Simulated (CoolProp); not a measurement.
Values from CoolProp's reference Helmholtz-energy equation of state, McLinden 2015.

Question: For the fluoroketone C6F12O (FK-5-1-12), give the phase and the cp (kJ/(kg K)), expansivity (1/kK) at -30.25 °C and 9.51 MPa; 198.45 °C and 4.51 MPa; 114.95 °C and 0.403 MPa.

Answer: 
- -30.25 °C and 9.51 MPa: liquid; cp 1.08, expansivity 1.41
- 198.45 °C and 4.51 MPa: supercritical; cp 1.40, expansivity 8.11
- 114.95 °C and 0.403 MPa: gas; cp 0.991, expansivity 4.36
